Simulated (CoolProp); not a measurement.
Vapour-liquid equilibrium of cyclopentane (1) + octamethylcyclotetrasiloxane (D4) (2) at 0.0639 MPa; x and y are mole fractions of (1).

Model: multi-fluid Helmholtz-energy mixture model, Gedanitz 2015 and Thol 2015; pair parameters Bell 2016, in CoolProp.

```json
[
 {"x": "0.05", "bubble temperature (K)": "413.5", "y at the bubble point": "0.433", "dew temperature at overall composition x (K)": "429.9", "liquid density (mol/L)": "2.852"},
 {"x": "0.15", "bubble temperature (K)": "383.7", "y at the bubble point": "0.816", "dew temperature at overall composition x (K)": "426.1", "liquid density (mol/L)": "3.244"},
 {"x": "0.25", "bubble temperature (K)": "363.2", "y at the bubble point": "0.930", "dew temperature at overall composition x (K)": "422.1", "liquid density (mol/L)": "3.650"},
 {"x": "0.35", "bubble temperature (K)": "349.0", "y at the bubble point": "0.969", "dew temperature at overall composition x (K)": "417.6", "liquid density (mol/L)": "4.092"},
 {"x": "0.45", "bubble temperature (K)": "338.6", "y at the bubble point": "0.985", "dew temperature at overall composition x (K)": "412.6", "liquid density (mol/L)": "4.595"},
 {"x": "0.55", "bubble temperature (K)": "330.6", "y at the bubble point": "0.992", "dew temperature at overall composition x (K)": "406.7", "liquid density (mol/L)": "5.186"},
 {"x": "0.65", "bubble temperature (K)": "324.1", "y at the bubble point": "0.996", "dew temperature at overall composition x (K)": "399.8", "liquid density (mol/L)": "5.900"},
 {"x": "0.75", "bubble temperature (K)": "318.8", "y at the bubble point": "0.998", "dew temperature at overall composition x (K)": "391.1", "liquid density (mol/L)": "6.787"},
 {"x": "0.85", "bubble temperature (K)": "314.3", "y at the bubble point": "0.999", "dew temperature at overall composition x (K)": "379.0", "liquid density (mol/L)": "7.924"},
 {"x": "0.95", "bubble temperature (K)": "310.6", "y at the bubble point": "1.000", "dew temperature at overall composition x (K)": "357.0", "liquid density (mol/L)": "9.438"}
]
```

No azeotrope shows between x = 0.05 and 0.95.

The pair parameters rest on a limited set of measurements; away from them the model extrapolates.
